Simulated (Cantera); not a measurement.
An isothermal, constant-pressure homogeneous reactor starts with 9.43 % CH4, 90.6 % N2, at 1925 K and 5400 Pa.

Computed with Cantera and GRI-Mech 3.0 (53 species, 325 reactions). GRI-Mech 3.0 stops at C3 and has no aromatics, soot or wall deposition, so with more carbon than oxygen in the feed, carbon stays in small species such as C2H2 where larger ones or solid carbon would form.

x: mole fraction; the columns are a selection and need not sum to one.

```csv
t (s),x CH4,x HCN,x H,x C2H4,x C2H2,x CH2,x C2H
8.00e-5,0.0941,3.38e-12,4.66e-6,2.10e-7,1.51e-9,2.84e-8,<1e-12
0.000298,0.0936,9.58e-11,5.81e-6,1.35e-5,4.05e-7,3.18e-7,1.64e-11
0.00111,0.0902,5.65e-9,2.34e-5,0.000645,9.08e-5,3.16e-6,[?]
0.00415,0.0553,8.81e-7,0.000236,0.00509,0.0109,1.19e-5,[?]
0.0155,0.0135,9.50e-6,0.000569,0.000319,0.0360,6.71e-6,[?]
0.0578,0.00187,3.26e-5,0.000964,1.31e-5,0.0421,2.52e-6,[?]
0.216,0.000205,7.44e-5,0.00137,3.30e-6,0.0429,5.64e-7,6.55e-6
0.804,2.91e-5,0.000113,0.00148,3.09e-6,0.0430,9.47e-8,7.10e-6
3.00,7.23e-6,0.000137,0.00148,3.09e-6,0.0430,2.37e-8,7.12e-6
```

Complete the blanks.


- 0.00111, x C2H: 9.59e-9
- 0.00415, x C2H: 8.17e-7
- 0.0155, x C2H: 2.69e-6
- 0.0578, x C2H: 4.61e-6
